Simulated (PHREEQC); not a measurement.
A made-up water analysis in mg/L, 25 °C, pH 6.93, pe -0.6: Na 0.772; K 12.3; Ca 22.8; Mg 8.58; Cl 30.2; S(6) as SO4 10.1; Alkalinity as HCO3 70.5; F 1.25.

Valence states are taken as typed.

Computed with PHREEQC (ion-association model, wateq4f.dat).

Precipitation was switched off in this run.

**Question.** Predict the charge-balance error.

**Answer.** charge-balance error -2.1 %.

**Question.** In which forms is Mg present?

**Answer.** Mg+2 97 %, MgSO4 1.3 %, MgHCO3+ 1.0 % of the Mg.
